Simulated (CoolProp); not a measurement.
The fluid at 293.15 K and 1.43 MPa flows at 1 m/s in a round tube of 4.6 mm bore and 0.25 µm roughness, fully developed (64/Re and Nu = 3.66 if laminar; Colebrook and Gnielinski if turbulent). The same conditions are run with several fluids, on thermodynamics alone (safety and materials aside).

Values from CoolProp's reference Helmholtz-energy equation of state of each fluid (R22: Kamei 1995; n-pentane: Thol 2019; propane: Lemmon 2009; n-hexane: Thol 2019; R142b: Lemmon 2006).

Q: Rank R22, n-pentane, propane, n-hexane, R142b by Reynolds number, highest first.

A: R22 (41000), propane (22300), R142b (21000), n-pentane (15000), n-hexane (9570)

| fluid | Darcy friction factor | pressure drop (Pa/m) | heat-transfer coefficient (W/(m² K)) | mass flow (kg/h) |
|---|---|---|---|---|
| R22 | 0.0220 | 2900 | 2940 | 72.6 |
| n-pentane | 0.0279 | 1910 | 2240 | 37.6 |
| propane | 0.0253 | 1380 | 2340 | 30.0 |
| n-hexane | 0.0313 | 2250 | 1870 | 39.5 |
| R142b | 0.0257 | 3150 | 2200 | 67.5 |

Transport values come from each fluid's own correlations; those of R22, n-pentane, R142b are estimates that may be off by 10 % or more.
